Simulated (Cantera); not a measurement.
A closed system holds: 1 mol Si, 4.3 mol N2O, 14 mol H2, at 1775 °C and 82.0 mbar.

Method: chemical equilibrium by Gibbs-energy minimisation in Cantera with the NASA 1993 tables (ideal gas, pure condensed phases). The tables hold silica as quartz up to 1696 K and as liquid above; real silica turns to tridymite and cristobalite and melts near 1996 K. Gases not in the tables: Si(OH)4. Equilibrium is a limit: real reactors are often held back by kinetics, nucleation or transport.

| species | before | after |
|---|---|---|
| H2 | 0.620 | 0.987 |
| H | 0.00616 | 0.00777 |
| SiO | 0.00853 | 0.00205 |
| N2 | 0.232 | 0.00205 |
| H2O | 0.133 | 1.01e-7 |
| Si | 1.84e-9 | 0.000922 |
| SiH | <1e-9 | 0.000159 |
| OH | 0.000143 | <1e-9 |
| SiH2 | <1e-9 | 0.000137 |
| Si2 | <1e-9 | 1.07e-5 |
| SiO2(l), mol | 0.842 | 0 |
| Si(l), mol | 0 | 0.953 |
Gas species are given as mole fractions.

Task: What was changed between the two runs?
A. N2O from 4.3 to 0.33 mol
B. Si replaced by Si3N4
C. pressure from 82.0 mbar to 1.00 bar
D. N2O from 4.3 to 0.029 mol

Result: D, N2O from 4.3 to 0.029 mol. Gases not in the tables: Si2H6 and higher silanes
